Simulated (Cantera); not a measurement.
**Pyrogenic steam for wet oxidation**

An isothermal, constant-pressure homogeneous reactor starts with 1.91 % H2, 4.90 % O2, 93.2 % N2, equivalence ratio 0.20, at 1348 K and 0.370 bar.

Model: the H2/O2 subset of GRI-Mech 3.0, which has no nitrogen chemistry, integrated in Cantera.

| t (s) | x H2 | x O2 | x OH | x H | x H2O | x HO2 | x O |
|---|---|---|---|---|---|---|---|
| 1.00e-5 | 0.0191 | 0.0490 | 5.31e-10 | 2.63e-9 | 3.93e-10 | 2.90e-9 | 6.28e-10 |
| 3.88e-5 | 0.0191 | 0.0490 | 6.48e-9 | 1.88e-8 | 1.68e-8 | 1.16e-8 | 8.72e-9 |
| 0.000151 | 0.0191 | 0.0490 | 1.78e-6 | 4.78e-6 | 7.36e-6 | 2.17e-7 | 2.45e-6 |
| 0.000584 | 0.00107 | 0.0385 | 0.00119 | 0.00433 | 0.0153 | 4.09e-6 | 0.00476 |
| 0.00227 | 0.000272 | 0.0394 | 0.000590 | 0.000466 | 0.0185 | 3.15e-6 | 0.00106 |
| 0.00879 | 2.08e-5 | 0.0398 | 0.000161 | 9.42e-6 | 0.0192 | 8.30e-7 | 7.92e-5 |
| 0.0341 | 1.80e-6 | 0.0398 | 4.91e-5 | 2.60e-7 | 0.0193 | 1.07e-7 | 7.22e-6 |
| 0.132 | 2.75e-7 | 0.0399 | 1.96e-5 | 1.66e-8 | 0.0193 | 1.88e-8 | 1.15e-6 |
| 0.514 | 6.46e-8 | 0.0399 | 9.60e-6 | 1.96e-9 | 0.0193 | 6.83e-9 | 2.77e-7 |
| 1.99 | 3.26e-8 | 0.0399 | 6.80e-6 | 7.13e-10 | 0.0193 | 5.74e-9 | 1.39e-7 |
| 7.73 | 3.16e-8 | 0.0399 | 6.70e-6 | 6.81e-10 | 0.0193 | 5.73e-9 | 1.35e-7 |
| 30.0 | 3.16e-8 | 0.0399 | 6.70e-6 | 6.81e-10 | 0.0193 | 5.73e-9 | 1.35e-7 |
x: mole fraction; the columns are a selection and need not sum to one.

Equilibrium at this temperature and pressure: H2 3.16e-8, O2 0.0399, OH 6.70e-6, H 6.81e-10, H2O 0.0193, HO2 5.73e-9, O 1.35e-7 (gas phase only).
